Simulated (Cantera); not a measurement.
**Aluminium nitride and oxide growth: Al + HCl + N2**

Charge: 1 mol Al, 3.4 mol HCl, 95 mol N2, at 10000 Pa.

Method: chemical equilibrium by Gibbs-energy minimisation in Cantera with the NASA 1993 tables (ideal gas, pure condensed phases). Candidate condensed phases: Al, AlCl3, AlN, NH4Cl; 20 gas species. The tables' values for AlCl2 are old estimates; treat these amounts as uncertain. Rates play no part.

```tsv
T (K)	x N2	x HCl	x H2	x AlCl3	x AlCl	x AlCl2	x Cl	n AlN(s)
973	0.969	0.0103	0.0122	0.00815	1.44e-10	8.19e-8	2.99e-10	0.202
1073	0.969	0.00985	0.0124	0.00829	8.10e-9	9.41e-7	3.54e-9	0.188
1173	0.969	0.00952	0.0126	0.00840	2.27e-7	7.07e-6	2.76e-8	0.177
1273	0.970	0.00924	0.0127	0.00847	3.73e-6	3.84e-5	1.57e-7	0.167
1373	0.969	0.00899	0.0129	0.00846	4.03e-5	0.000161	6.91e-7	0.152
1473	0.969	0.00871	0.0130	0.00820	0.000310	0.000543	2.48e-6	0.113
1573	0.968	0.00862	0.0130	0.00722	0.00159	0.00138	7.73e-6	0
1673	0.967	0.0115	0.0115	0.00551	0.00278	0.00188	3.01e-5	0
1773	0.965	0.0144	0.0100	0.00384	0.00413	0.00219	9.96e-5	0
```
x: gas mole fraction; n: condensed amount in mol.

From 973 K to 1473 K the condensed part is AlN(s). From 1573 K to 1773 K nothing is condensed. The main Al-bearing gas is AlCl3 at 973 K and AlCl at 1773 K.
